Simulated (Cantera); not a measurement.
Cantera run, input and output.

```python
import numpy as np
import cantera as ct

gas = ct.Solution("h2o2.yaml")
gas.TPX = 400, 380000, {'H2': 1, 'O2': 0.521, 'N2': 1.93}
flame = ct.FreeFlame(gas, width=0.016)
flame.set_refine_criteria(ratio=3, slope=0.08, curve=0.16)
flame.transport_model = "mixture-averaged"
flame.solve(loglevel=0, auto=True)
z, T = flame.grid, flame.T
thick = (T[-1] - T[0]) / np.gradient(T, z).max()
show = ['H2', 'O2', 'HO2', 'O', 'H2O', 'OH']
print(f"laminar burning velocity  {flame.velocity[0] * 100:.3f} cm/s")
print(f"burnt temperature         {T[-1]:.1f} K")
print(f"thermal thickness         {thick * 1e3:.4f} mm")
print(f"grid points               {len(z)}")
z0 = z[flame.heat_release_rate.argmax()]
print(f"{'z/mm':>9s}{'T/K':>9s}{'u/(m/s)':>9s}" + "".join(f"{s:>11s}" for s in show))
rows = []
for k in (-3, -2, -1.5, -1, -0.5, -0.25, 0, 0.25, 0.5, 1, 2, 4, 8):
    zz = z0 + k * thick
    rows.append([k * thick, np.interp(zz, z, T), np.interp(zz, z, flame.velocity),
                 *(np.interp(zz, z, flame.X[gas.species_index(s)]) for s in show)])
    print(f"{rows[-1][0] * 1e3:9.3f}{rows[-1][1]:9.1f}{rows[-1][2]:9.3f}" + "".join(f"{x:11.3e}" for x in rows[-1][3:]))
```

It prints:

```
laminar burning velocity  322.979 cm/s
burnt temperature         2447.2 K
thermal thickness         0.0718 mm
grid points               110
     z/mm      T/K  u/(m/s)         H2         O2        HO2          O        H2O         OH
   -0.215    400.0    3.230  2.898e-01  1.510e-01  3.431e-11  5.882e-12  9.411e-10  3.761e-14
   -0.144    400.0    3.229  2.897e-01  1.510e-01  2.582e-09  2.597e-10  5.827e-08  1.704e-12
   -0.108    400.1    3.229  2.893e-01  1.511e-01  5.731e-08  3.402e-09  1.064e-06  3.646e-11
   -0.072    401.3    3.230  2.871e-01  1.515e-01  1.309e-06  4.570e-08  1.995e-05  3.409e-09
   -0.036    449.0    3.522  2.658e-01  1.551e-01  2.235e-04  3.379e-06  2.235e-03  1.225e-05
   -0.018    762.4    5.735  2.157e-01  1.488e-01  8.715e-04  1.984e-04  3.256e-02  9.567e-04
    0.000   1252.9    9.151  1.407e-01  1.142e-01  3.665e-04  2.429e-03  1.129e-01  2.800e-03
    0.018   1597.1   11.547  7.679e-02  6.778e-02  1.727e-04  6.123e-03  1.964e-01  7.497e-03
    0.036   1789.5   12.879  4.698e-02  4.145e-02  8.968e-05  7.633e-03  2.401e-01  1.198e-02
    0.072   1978.7   14.134  3.326e-02  2.747e-02  4.530e-05  6.947e-03  2.656e-01  1.532e-02
    0.144   2144.0   15.174  2.702e-02  2.201e-02  2.505e-05  4.677e-03  2.815e-01  1.531e-02
    0.287   2275.3   15.967  2.029e-02  1.796e-02  1.339e-05  2.738e-03  2.962e-01  1.347e-02
    0.574   2363.8   16.484  1.412e-02  1.502e-02  7.512e-06  1.550e-03  3.078e-01  1.108e-02
```

Detailed kinetics in Cantera: the H2/O2 subset of GRI-Mech 3.0, which has no nitrogen chemistry. The hydrogen kinetics of GRI-Mech 3.0 are dated; newer H2 mechanisms differ, most at raised pressure. Burning velocities carry a grid error of a few per cent, more on coarse grids.
